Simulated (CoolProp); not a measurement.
Saturation properties of R1336mzz(E).

Model: reference Helmholtz-energy equation of state, Akasaka 2023, in CoolProp.

```
T (°C)  p (bar)  liquid density (kg/m³)  vapour density (kg/m³)
------  -------  ----------------------  ----------------------
19.75     1.602                    1341                   11.58
29.65     2.271                    1311                   16.22
39.55     3.137                    1279                   22.24
49.45     4.234                    1245                   29.99
59.35     5.602                    1208                   39.89
69.25     7.280                    1168                   52.51
79.15     9.313                    1123                   68.66
89.05     11.75                    1073                   89.55
98.95     14.64                    1015                   117.2
108.85    18.05                   945.4                   155.3
118.75    22.06                   854.6                   213.4
```

It boils at 7.9 °C under 1 atm.
